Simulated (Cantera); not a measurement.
Input: 1 mol SiH₂Cl₂, 0.054 mol Cl₂, 110 mol H₂, equilibrated at 825 K and 10000 Pa.

Cantera equilibrium calculation (NASA polynomials, part measured and part estimated; ideal gas, pure solids and liquids). Candidate condensed phases: Si; 19 gas species. The numbers say what is thermodynamically allowed, not how fast it happens.

Base state: H₂ 0.994, SiCl₄ 0.00259, SiHCl₃ 0.00225, HCl 0.00141, SiH₂Cl₂ 0.000166 (mole fractions); condensed: Si(s).

Problem. What changes in the equilibrium state with this change: H₂ from 110 to 990 mol?

Solution. 
```tsv
species	before	after
H₂	0.994	0.999
HCl	0.00141	0.000688
SiHCl₃	0.00225	0.000259
SiCl₄	0.00259	0.000144
SiH₂Cl₂	0.000166	3.93e-5
Si(s), mol	0.440	0.558
```
